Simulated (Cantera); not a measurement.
Input: 1 mol SiH₄, 0.44 mol NH₃, 0.9 mol N₂, held at 1800 K and 550 Pa.

Equilibrium computed with Cantera from the NASA thermochemical tables; the gas is ideal and each condensed phase is pure. Candidate condensed phases: Si, Si₃N₄; 18 gas species. The tables' values for SiN are old estimates; treat these amounts as uncertain. Gases not in the tables: Si₂H₆ and higher silanes. The numbers say what is thermodynamically allowed, not how fast it happens.

Base state: H₂ 0.700, N₂ 0.296, H 0.00404, Si 0.000577, SiH 4.09e-5, SiH₂ 2.09e-5, Si₂N 1.66e-5, SiN 1.03e-5 (mole fractions); condensed: Si(l).

Q: What changes in the equilibrium state with this change: pressure from 550 Pa to 2600 Pa?

A: 
| species | before | after |
|---|---|---|
| H₂ | 0.700 | 0.702 |
| N₂ | 0.296 | 0.296 |
| H | 0.00404 | 0.00186 |
| Si | 0.000577 | 0.000122 |
| Si₂N | 1.66e-5 | 7.63e-6 |
| SiN | 1.03e-5 | 4.74e-6 |
| Si(l), mol | 0.997 | 0.999 |
